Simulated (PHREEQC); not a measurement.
Solution (20 °C): 13 mmol/kgw HCl, 5.2 mmol/kgw LiCl and 5.4 mmol/kgw Fe2(SO4)3. Closed to the air; pH follows from the charge balance.

All values are PHREEQC results (ion-association model, wateq4f.dat), not measurements.

Task: The ionic strength comes out as 0.0386 mol/kgw. What activity coefficients do H+, Fe+3, FeCl+2, LiSO4-, FeSO4+ get?

Result: H+ 0.86, Fe+3 0.27, FeCl+2 0.50, LiSO4- 0.84, FeSO4+ 0.84.

This is a speciation only: nothing precipitates in the calculation. Examples of supersaturated solids here: Hematite (slow to form), Goethite (slow to form). Others may be too.
